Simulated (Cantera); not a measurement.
Input: 1 mol FeS2, 2600 mol H2, 31 mol N2, at 1.00 bar.

Equilibrium computed with Cantera from the NASA thermochemical tables; the gas is ideal and each condensed phase is pure. Candidate condensed phases: Fe, FeS, FeS2, S; 16 gas species. FeS: taken at fixed stoichiometry. Kinetics and transport are ignored.

log p: log10 of the partial pressure in bar; n: condensed amount in mol.

```
T (K)  log p H2  log p N2  log p H  log p H2S  log p Fe  log p NH3  n FeS(s)  n Fe(α)  n Fe(γ)  n Fe(δ)  n Fe(l)
-----  --------  --------  -------  ---------  --------  ---------  --------  -------  -------  -------  -------
875       -0.01     -1.93   -10.30      -3.42      <-12      -3.80      1.00        0        0        0        0
975       -0.01     -1.93    -8.94      -3.12      <-12      -4.13         0     1.00        0        0        0
1075      -0.01     -1.93    -7.84      -3.12      <-12      -4.41         0     1.00        0        0        0
1175      -0.01     -1.93    -6.91      -3.12       [?]      -4.64         0     1.00        0        0        0
1275      -0.01     -1.93    -6.14      -3.12       [?]      -4.83         0        0    1.000        0        0
1375      -0.01     -1.93    -5.47      -3.12       [?]      -5.00         0        0    1.000        0        0
1475      -0.01     -1.93    -4.89      -3.12       [?]      -5.15         0        0    1.000        0        0
1575      -0.01     -1.93    -4.38      -3.12       [?]      -5.27         0        0    0.998        0        0
1675      -0.01     -1.93    -3.94      -3.13       [?]      -5.39         0        0        0    0.989        0
1775      -0.01     -1.93    -3.54      -3.13       [?]      -5.48         0        0        0    0.946        0
1875      -0.01     -1.93    -3.19      -3.15       [?]      -5.57         0        0        0        0    0.786
1975      -0.01     -1.93    -2.87      -3.17       [?]      -5.65         0        0        0        0    0.277
2075      -0.01     -1.93    -2.58      -3.20     -3.42      -5.72         0        0        0        0        0
2175      -0.01     -1.93    -2.32      -3.24     -3.42      -5.79         0        0        0        0        0
```

Task: Fill in the missing entries.

Result: 
- 1175, log p Fe: -10.68
- 1275, log p Fe: -9.28
- 1375, log p Fe: -8.09
- 1475, log p Fe: -7.06
- 1575, log p Fe: -6.17
- 1675, log p Fe: -5.38
- 1775, log p Fe: -4.69
- 1875, log p Fe: -4.09
- 1975, log p Fe: -3.56
